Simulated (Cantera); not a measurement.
Mixture: CH4 : CO : O2 : N2 = 1 : 0.48 : 5.09 : 32.6 (molar parts), equivalence ratio 0.44, at 5.60 bar, adiabatic and at constant pressure. Ignition delay is the time to a rise of 400 K.

Model: GRI-Mech 3.0 (53 species, 325 reactions), integrated in Cantera.

What does this change do: CO 0.48 to 1.3 parts?


| quantity | before | after |
|---|---|---|
| delay at 1148 K | 22.8 ms | 26.0 ms |
| delay at 1198 K | 11.1 ms | 12.2 ms |
| delay at 1248 K | 5.68 ms | 6.03 ms |
| delay at 1298 K | 3.03 ms | 3.12 ms |
| delay at 1348 K | 1.68 ms | 1.68 ms |
| delay at 1398 K | 0.959 ms | 0.942 ms |
| apparent activation energy between 1298 and 1398 K | 170 kJ/mol | 180 kJ/mol |

What does this change do: 0.049 parts H2 added?


```tsv
quantity	before	after
delay at 1148 K	22.8 ms	11.7 ms
delay at 1198 K	11.1 ms	6.35 ms
delay at 1248 K	5.68 ms	3.56 ms
delay at 1298 K	3.03 ms	2.04 ms
delay at 1348 K	1.68 ms	1.19 ms
delay at 1398 K	0.959 ms	0.716 ms
apparent activation energy between 1298 and 1398 K	170 kJ/mol	160 kJ/mol
```

What does this change do: O2 5.09 to 3.3 parts?


```json
[
 {"quantity": "delay at 1148 K", "before": "22.8 ms", "after": "47.2 ms"},
 {"quantity": "delay at 1198 K", "before": "11.1 ms", "after": "23.1 ms"},
 {"quantity": "delay at 1248 K", "before": "5.68 ms", "after": "11.8 ms"},
 {"quantity": "delay at 1298 K", "before": "3.03 ms", "after": "6.24 ms"},
 {"quantity": "delay at 1348 K", "before": "1.68 ms", "after": "3.39 ms"},
 {"quantity": "delay at 1398 K", "before": "0.959 ms", "after": "1.89 ms"},
 {"quantity": "apparent activation energy between 1298 and 1398 K", "before": "170 kJ/mol", "after": "180 kJ/mol"}
]
```
